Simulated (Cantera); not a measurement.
What does this Cantera script print?

```python
import numpy as np
import cantera as ct

gas = ct.Solution("h2o2.yaml")
gas.TPX = 1425, 220, {'H2': 0.33, 'O2': 1}
inlet = ct.Reservoir(gas, clone=True)

reactor = ct.IdealGasConstPressureReactor(gas, energy="off", clone=False)
exhaust = ct.Reservoir(gas, clone=True)
tau = [0.39, 0.22, 0.13, 0.073, 0.042, 0.024, 0.014, 0.0078][0]
for a, b in ((inlet, reactor), (reactor, exhaust)):
    ct.MassFlowController(a, b, mdot=lambda t: reactor.mass / tau)
net = ct.ReactorNet([reactor])
show = ['H2', 'O2', 'H', 'OH', 'O']

rows = []
print(f"{'tau/s':>10s}{'T/K':>9s}" + "".join(f"{s:>11s}" for s in show))
for tau in [0.39, 0.22, 0.13, 0.073, 0.042, 0.024, 0.014, 0.0078]:
    net.initial_time = 0.0
    net.advance(30 * tau)
    before = gas.X
    net.advance(40 * tau)
    drift = np.max(np.abs(gas.X - before) / (gas.X + 1e-9))
    rows.append([gas.T, *gas[show].X, drift])
    print(f"{tau:10.3e}{gas.T:9.1f}" + "".join(f"{x:11.3e}" for x in gas[show].X))
```

Result:

```
     tau/s      T/K         H2         O2          H         OH          O
 3.900e-01   1425.0  1.148e-02  6.376e-01  4.540e-02  1.922e-02  6.928e-02
 2.200e-01   1425.0  1.300e-02  6.247e-01  5.650e-02  2.018e-02  8.037e-02
 1.300e-01   1425.0  1.407e-02  6.158e-01  6.451e-02  2.076e-02  8.788e-02
 7.300e-02   1425.0  1.507e-02  6.095e-01  7.064e-02  2.118e-02  9.316e-02
 4.200e-02   1425.0  1.607e-02  6.062e-01  7.440e-02  2.149e-02  9.580e-02
 2.400e-02   1425.0  1.743e-02  6.049e-01  7.676e-02  2.183e-02  9.654e-02
 1.400e-02   1425.0  1.944e-02  6.054e-01  7.814e-02  2.224e-02  9.558e-02
 7.800e-03   1425.0  2.307e-02  6.080e-01  7.892e-02  2.287e-02  9.259e-02
```

Detailed kinetics in Cantera: the H2/O2 subset of GRI-Mech 3.0, which has no nitrogen chemistry. Radical loss at walls, strong at low pressure, is not modelled. The temperature is held fixed by assumption; the heat of reaction is taken as removed at once.
